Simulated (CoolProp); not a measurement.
The fluoroketone C6F12O (FK-5-1-12) at several states: density (kg/m³) from the reference equation and from simpler models built on Tc = 168.7 °C, pc = 1.869 MPa, ω = 0.471; each cubic takes its own stable root.

Model: reference Helmholtz-energy equation of state, McLinden 2015, in CoolProp.

| T (°C) | p (MPa) | phase | reference | van der Waals | Redlich-Kwong | Soave-Redlich-Kwong | Peng-Robinson |
|---|---|---|---|---|---|---|---|
| -99.35 | 0.325 | liquid | ___ | 1115 | ___ | 1708 | 1913 |
| 182.65 | 0.0941 | gas | 7.973 | 7.959 | 7.974 | 7.970 | 7.985 |
| 215.35 | 1.35 | gas | ___ | ___ | ___ | ___ | 131.6 |
| 153.15 | 9.26 | liquid | 1271 | 905.0 | 1174 | 1187 | ___ |
| 188.05 | 0.0464 | gas | 3.853 | 3.850 | 3.853 | 3.852 | 3.856 |

Task: Complete the blanks.

Result: 
- -99.35, reference: 1946
- -99.35, Redlich-Kwong: 1660
- 215.35, reference: 129.3
- 215.35, van der Waals: 130.9
- 215.35, Redlich-Kwong: 132.2
- 215.35, Soave-Redlich-Kwong: 128.1
- 153.15, Peng-Robinson: 1326
